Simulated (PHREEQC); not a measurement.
## Metal-bearing waste water: an equilibrium model

Make-up at 25 °C: 0.27 mol/kgw NiSO4, 0.048 mol/kgw CuCl2, 0.0037 mol/kgw H2SO4 and 0.00011 mol/kgw NaCl. Closed to the air; pH follows from the charge balance.

Computed with PHREEQC (ion-association model, wateq4f.dat).

This is a speciation only: nothing precipitates in the calculation.

Q: What pH does the model give?

A: pH 2.78.

Q: In which forms is S present?

A: NiSO4 50 %, SO4-2 40 %, CuSO4 8.1 %, HSO4- 1.9 % of the S.
